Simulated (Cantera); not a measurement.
**Boron, boron nitride and boron oxide: BF₃ + H₂O**

Charge: 1 mol BF₃, 1.4 mol H₂O, held at 1823 K.

Equilibrium computed with Cantera from the NASA thermochemical tables; the gas is ideal and each condensed phase is pure. Candidate condensed phases: B, B₂O₃, B₃O₃H₃, H₂O; 43 gas species. The tables' values for BF₂ are old estimates; treat these amounts as uncertain. The numbers say what is thermodynamically allowed, not how fast it happens.

```csv
P (Pa),x HF,x BOF,x H₂O,x BF₃,x HBO₂,x H₂,x O₂
10,0.599,0.275,0.0881,3.71e-5,0.0156,0.00904,0.00421
46,0.602,0.275,0.0931,0.000163,0.0164,0.00573,0.00254
220,0.603,0.275,0.0966,0.000754,0.0170,0.00352,0.00151
1000,0.601,0.273,0.101,0.00324,0.0176,0.00220,0.000927
4600,0.590,0.265,0.111,0.0127,0.0192,0.00142,0.000587
22000,0.556,0.242,0.137,0.0396,0.0231,0.000982,0.000394
100000,0.495,0.200,0.186,0.0874,0.0289,0.000739,0.000279
```
x: gas mole fraction; nothing condenses.

From 0.000100 bar to 1.00 bar nothing is condensed. The main B-bearing gas is BOF throughout.
